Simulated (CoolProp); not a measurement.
Saturated liquid density (kg/m³) of R114: the reference equation beside estimates from Tc = 147.5 °C, pc = 3352 kPa, ω = 0.252. Rackett uses Z = 0.29056 − 0.08775 ω.

Computed with CoolProp (reference Helmholtz-energy equation of state, Platzer 1990). This equation is an older, rougher fit; its heat capacities, sound speeds and derivatives of the liquid may be far off and weren't checked against measurements.

```
T (°C)  reference  Rackett  van der Waals  Redlich-Kwong  Soave-Redlich-Kwong  Peng-Robinson
------  ---------  -------  -------------  -------------  -------------------  -------------
53.45        1362     1438          867.7           1235                 1293           1467
62.35        1330     1404          846.9           1198                 1256           1425
71.25        1297     1368          824.8           1158                 1216           1380
80.15        1261     1330          801.3           1115                 1173           1331
89.05        1223     1290          776.1           1070                 1126           1277
97.85        1181     1247          749.2           1022                 1075           1219
106.75       1135     1199          719.4          968.5                 1019           1153
115.65       1081     1145          686.1          909.3                955.0           1079
124.55       1018     1082          647.7          841.8                881.5          992.9
```

Absolute difference from the reference over all 9 rows, mean and median: Rackett 5.7 and 5.6 %, van der Waals 36.5 and 36.5 %, Redlich-Kwong 12.8 and 12.5 %, Soave-Redlich-Kwong 8.4 and 7.9 %, Peng-Robinson 4.3 and 4.4 %.
